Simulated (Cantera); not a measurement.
An adiabatic, constant-pressure homogeneous reactor starts with CH4 : O2 : N2 : CO2 = 1 : 2.44 : 24.4 : 5.3 (molar parts), at 950 K and 9.87 atm.

Detailed kinetics in Cantera: GRI-Mech 3.0 (53 species, 325 reactions). Below about 1000 K GRI-Mech 3.0 lacks low-temperature oxidation paths.

Task: Predict: time of steepest temperature rise; temperature at 2.00 s; equilibrium temperature; x(O2) at 2.00 s; x(CO2) at 2.00 s; x(NO2) at 2.00 s; x(N2O) at 2.00 s.

Result: 
```json
{
  "time_of_steepest_temperature_rise": "0.518 s",
  "temperature at 2.00 s": "1571 K",
  "equilibrium_temperature": "1571 K",
  "x(O2) at 2.00 s": "0.0133 (gas-phase equilibrium 0.0131)",
  "x(CO2) at 2.00 s": "0.190 (gas-phase equilibrium 0.190)",
  "x(NO2) at 2.00 s": "2.35e-9 (gas-phase equilibrium 1.41e-6)",
  "x(N2O) at 2.00 s": "7.65e-8 (gas-phase equilibrium 7.57e-8)"
}
```
